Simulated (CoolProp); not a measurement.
Vapour-liquid equilibrium of n-pentane (1) + benzene (2) at 311 K; x and y are mole fractions of (1).

Model: multi-fluid Helmholtz-energy mixture model, Thol 2019 and Thol 2012; pair parameters Bell 2016, in CoolProp.

Problem. Give the bubble pressure and the first vapour's composition at x = 0.15, 0.25, 0.45. Is there an azeotrope?

Solution. x = 0.15: 0.04440 MPa, y = 0.560; x = 0.25: 0.05493 MPa, y = 0.676; x = 0.45: 0.07100 MPa, y = 0.796. No azeotrope shows between x = 0.05 and 0.95.

Pair parameters are fitted to limited data, so mixtures are less certain than the pure fluids.
